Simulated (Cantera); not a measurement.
## Premixed flame

A freely propagating, adiabatic, planar premixed flame of H₂ : O₂ : N₂ = 1 : 0.833 : 3.13 (molar parts), unburnt at 450 K and 0.800 bar; mixture-averaged transport, grid criteria slope 0.08 and curve 0.16, no radiation.

Cantera simulation using the H2/O2 subset of GRI-Mech 3.0, which has no nitrogen chemistry; the numbers are that mechanism's predictions, not measurements. Burning velocities carry a grid error of a few per cent, more on coarse grids. Lean hydrogen flames are cellular in practice and burn faster than this planar one.

```csv
z (mm),T (K),u (m/s),x H₂,x O₂,x O,x H₂O₂,x H,x H₂O
-1.53,450,2.16,0.201,0.168,<1e-8,<1e-8,<1e-8,<1e-8
-1.02,450,2.16,0.201,0.168,<1e-8,<1e-8,<1e-8,6.32e-8
-0.763,450,2.16,0.201,0.168,<1e-8,<1e-8,<1e-8,9.25e-7
-0.509,451,2.15,0.198,0.169,3.51e-8,1.66e-7,<1e-8,2.44e-5
-0.254,500,2.33,0.177,0.171,5.86e-6,2.34e-5,3.16e-5,0.00326
-0.127,753,3.41,0.135,0.165,0.000225,3.80e-5,0.00194,0.0307
0,1116,4.95,0.0761,0.136,0.00285,9.64e-6,0.0101,0.0943
0.127,1380,6.09,0.0311,0.100,0.00749,4.70e-6,0.0159,0.156
0.254,1527,6.72,0.0152,0.0842,0.00914,2.62e-6,0.0145,0.182
0.509,1673,7.32,0.00925,0.0777,0.00772,1.25e-6,0.00891,0.196
1.02,1791,7.79,0.00596,0.0759,0.00485,6.34e-7,0.00400,0.205
2.03,1872,8.10,0.00305,0.0753,0.00241,3.52e-7,0.00132,0.212
4.07,1916,8.27,0.00122,0.0755,0.000957,1.97e-7,0.000316,0.216
```
x: mole fraction of selected species; z is measured from the peak of heat release.

- laminar burning velocity = 216 cm/s
- thermal thickness = 0.509 mm
- peak x(O) = 0.00917
- peak x(H₂O₂) = 4.30e-5
- peak x(H) = 0.0160
- grid points = 112
